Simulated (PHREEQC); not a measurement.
1.5 g of hydrous ferric oxide (600 m²/g; 0.2 weak and 0.005 strong sites per Fe, Dzombak-Morel constants, diffuse double layer) in 1 kg of water with 0.05 mol/kgw of an inert sodium salt and 4.3e-05 mol/kgw ZnSO4 and 0.00045 mol/kgw MnCl2, at 25 °C; the pH is set by adding NaOH or the inert anion's acid. The system is closed to oxygen. No CO2 enters from the air. Precipitation was switched off in this run.

The numbers come from PHREEQC with the ion-association model, wateq4f.dat.

```csv
pH,S sorbed (%),Zn sorbed (%),Mn sorbed (%),surface charge σ (C/m²)
4,99.9,0.2,0.0,0.289
4.38,99.8,?,0.0,0.249
4.75,99.7,3.7,0.2,0.206
5.12,99.3,?,?,0.165
5.5,98.3,36.9,?,0.128
5.88,95.3,61.8,?,?
6.25,87.3,76.8,11.4,0.073
6.62,?,87.0,19.7,0.053
7,41.2,94.7,38.0,0.038
7.38,18.5,98.3,66.0,0.027
7.75,6.4,99.5,87.7,?
8.12,1.7,99.9,96.8,0.007
8.5,0.4,100.0,99.3,-0.002
8.88,0.1,100.0,99.9,-0.013
9.25,0.0,100.0,100.0,-0.024
9.62,0.0,100.0,100.0,-0.038
10,0.0,100.0,100.0,-0.056
```

Question: Fill in the missing entries.

Answer: 
- 4.38, Zn sorbed (%): 0.8
- 5.12, Zn sorbed (%): 13.7
- 5.12, Mn sorbed (%): 0.6
- 5.5, Mn sorbed (%): 2.3
- 5.88, Mn sorbed (%): 6.1
- 5.88, surface charge σ (C/m²): 0.097
- 6.62, S sorbed (%): 68.9
- 7.75, surface charge σ (C/m²): 0.017
